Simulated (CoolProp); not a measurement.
A simple Rankine cycle with ammonia: condensing at 301.15 K, boiler at 5.72 MPa, turbine inlet 373.6 K, turbine efficiency 0.9, pump efficiency 0.8, no recuperator. Each further row changes one setting.

Model: reference Helmholtz-energy equation of state, Gao 2020, in CoolProp.

| case | thermal efficiency (%) | net work (kJ/kg) | heat in (kJ/kg) | turbine exit temperature (K) | volume ratio over the turbine |
|---|---|---|---|---|---|
| as stated | 14.1 | 160 | 1140 | 301.1 | 4.69 |
| turbine inlet 393.6 K | 14.5 | 179 | 1240 | 301.1 | 4.27 |
| condensing temperature 293.15 K | 15.6 | 184 | 1180 | 293.1 | 5.89 |
| boiler pressure 4 MPa | 11.7 | 145 | 1240 | 301.1 | 3.07 |
| turbine efficiency 0.8 | 12.4 | 141 | 1140 | 301.1 | 4.78 |

The expansion ends wet for: as stated; turbine inlet 393.6 K; condensing temperature 293.15 K; boiler pressure 4 MPa; turbine efficiency 0.8.
